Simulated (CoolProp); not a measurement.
Ethanol along the isotherm 620 K: density (kg/m³) from the reference equation and from simpler models built on Tc = 514.7 K, pc = 6268 kPa, ω = 0.644; each cubic takes its own stable root.

Values from CoolProp's reference Helmholtz-energy equation of state, Schroeder 2014.

```csv
p (kPa),phase,reference
4480,gas,44.09
8950,supercritical,100.3
13400,supercritical,178.7
17900,supercritical,272.6
22400,supercritical,342.0
26900,supercritical,388.7
31300,supercritical,422.2
35800,supercritical,449.0
40300,supercritical,470.7
44800,supercritical,488.9
49200,supercritical,504.2
53700,supercritical,517.9
58200,supercritical,530.1
62700,supercritical,541.1
```

Question: How far does each simpler model (ideal gas, van der Waals, Redlich-Kwong, Soave-Redlich-Kwong, Peng-Robinson) lie from the reference over these 14 states: mean and median of the absolute difference, and the worst?

Answer: 
- ideal gas: mean 22.4 %, median 21.9 %, worst -41.5 % at 620 K and 22400 kPa
- van der Waals: mean 21.2 %, median 23.5 %, worst -29.1 % at 620 K and 62700 kPa
- Redlich-Kwong: mean 10.1 %, median 11.1 %, worst +15.9 % at 620 K and 13400 kPa
- Soave-Redlich-Kwong: mean 16.0 %, median 18.7 %, worst -21.6 % at 620 K and 22400 kPa
- Peng-Robinson: mean 10.5 %, median 11.1 %, worst -15.7 % at 620 K and 22400 kPa
